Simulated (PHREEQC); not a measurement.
Dissolve 0.22 mol Na2SO4 and 0.19 mol NaHCO3 per kg of water at 50 °C. Closed to the air; pH follows from the charge balance.

Model: Pitzer model, pitzer.dat, run in PHREEQC.

This is a speciation only: nothing precipitates in the calculation.

### Question
What pH, ionic strength, activity of water does the model give?

### Answer
pH 7.73; ionic strength 0.853 mol/kgw; activity of water 0.986.

### Question
In which forms is C present?

### Answer
HCO3- 97 %, CO2 1.6 %, CO3-2 1.6 % of the C.

Complexes and solids missing from the database can't appear. Away from 25 °C the constants follow the database's enthalpies or fits; those with neither stay at their 25 °C values.
